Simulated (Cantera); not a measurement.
A closed system holds: 1 mol SiH4, 1.2 mol NH3, equilibrated at 1725 K and 0.0750 Torr.

Equilibrium computed with Cantera from the NASA thermochemical tables; the gas is ideal and each condensed phase is pure. The tables' values for SiN are old estimates; treat these amounts as uncertain. Gases not in the tables: Si2H6 and higher silanes. Equilibrium is a limit: real reactors are often held back by kinetics, nucleation or transport.

| species | before | after |
|---|---|---|
| H2 | 0.839 | 0.834 |
| N2 | 0.134 | 0.133 |
| H | 0.0170 | 0.0193 |
| Si | 0.0102 | 0.0132 |
| Si3 | 1.20e-5 | 1.56e-5 |
| Si2 | 4.84e-5 | 6.29e-5 |
| SiN | 2.07e-5 | 2.36e-5 |
| Si2N | 3.63e-5 | 4.13e-5 |
| SiH | 0.000133 | 0.000151 |
| SiH2 | 1.45e-5 | 1.44e-5 |
| Si(l), mol | 0.953 | 0.939 |
Gas species are given as mole fractions.

Problem. What was changed between the two runs?
A) temperature from 1725 K to 1225 K
B) pressure from 0.0750 Torr to 7.50 Torr
C) pressure from 0.0750 Torr to 0.150 Torr
D) pressure from 0.0750 Torr to 0.0578 Torr

Solution. D, pressure from 0.0750 Torr to 0.0578 Torr
